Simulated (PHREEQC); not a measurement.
Dissolve 0.13 mol/kgw CdCl2, 0.01 mol/kgw NaOH and 0.0048 mol/kgw MnSO4 at 33 °C. Closed to the air; pH follows from the charge balance.

Model: ion-association model, wateq4f.dat, run in PHREEQC.

Precipitation was switched off in this run.

Question: What pH does the model give?

Answer: pH 8.55.

Question: In which forms is S present?

Answer: SO4-2 59 %, CdSO4 34 %, MnSO4 4.8 %, Cd(SO4)2-2 2.0 %, NaSO4- 1.0 % of the S.

Saturation is exceeded, for instance for CdOHCl; the values hold only as long as no solid forms.
